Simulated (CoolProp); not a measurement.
Values from CoolProp's reference Helmholtz-energy equation of state, Thol 2021.

Question: Give the vapour pressure (MPa), liquid cp (kJ/(kg K)), vapour Z of saturated chlorine at 308.6, 316 K.

Answer: 
| T (K) | p (MPa) | liquid cp (kJ/(kg K)) | vapour Z |
|---|---|---|---|
| 308.6 | 1.02 | 1.01 | 0.871 |
| 316 | 1.22 | 1.03 | 0.855 |
